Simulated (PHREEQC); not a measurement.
Consider water at 25 °C with 16.5 mmol/kgw SrCl2, 0.6 mmol/kgw NaF and 0.000485 mmol/kgw H4SiO4. It is in equilibrium with CO2 at log p = -3.4 (atm). Otherwise closed; pH follows from the charge balance.

Equilibrium calculation in PHREEQC: ion-association model, wateq4f.dat.

Precipitation was switched off in this run.

### Question
Order these C species by the share of C that they hold, largest first: CO2, HCO3-, SrHCO3+.

### Answer
CO2 (77 %), HCO3- (20 %), SrHCO3+ (2.4 %)

The pH is 5.68 and the ionic strength 0.0501 mol/kgw. Complexes and solids missing from the database can't appear. SiF6-2 is the database's only silicon fluoride.
